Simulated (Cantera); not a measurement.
## Thermodynamics of silicon epitaxy and polysilicon growth, feed Si₂Cl₆ + Cl₂ + N₂

A closed system holds: 1 mol Si₂Cl₆, 0.0035 mol Cl₂, 11 mol N₂.

These are equilibrium values from Cantera (NASA tables, ideal gas, pure condensed phases), not measurements of a reactor. Candidate condensed phases: Si, Si₃N₄; 13 gas species. The feed counts by its element totals alone. N₂ is the only nitrogen source here; it is nearly inert below about 1500 K, so the nitride shown seldom forms there in practice. The tables' values for SiCl₃ are old estimates. Kinetics and transport are ignored.

Q: Map the stable condensed phases over T = 777, 827, 877, 927, 977, 1027, 1077, 1127, 1177, 1227, 1277, 1327 °C and P in Pa = 100, 230, 540, 1300, 2900, 6800, 16000, 37000, 86000, 200000.

A: 
```
T in °C \ P in Pa
            100    230    540   1300   2900   6800  16000  37000  86000 200000
   1327       A      A      A      A      A      A      A      B      B      B
   1277       A      A      A      A      A      A      B      B      B      B
   1227       A      A      A      A      A      B      B      B      B      B
   1177       A      A      A      A      B      B      B      B      B      B
   1127       A      A      B      B      B      B      B      B      B      B
   1077       A      B      B      B      B      B      B      B      B      B
   1027       B      B      B      B      B      B      B      B      B      B
    977       B      B      B      B      B      B      B      B      B      B
    927       B      B      B      B      B      B      B      B      B      B
    877       B      B      B      B      B      B      B      B      B      B
    827       B      B      B      B      B      B      B      B      B      B
    777       B      B      B      B      B      B      B      B      B      B
```
A: gas only; B: Si₃N₄.
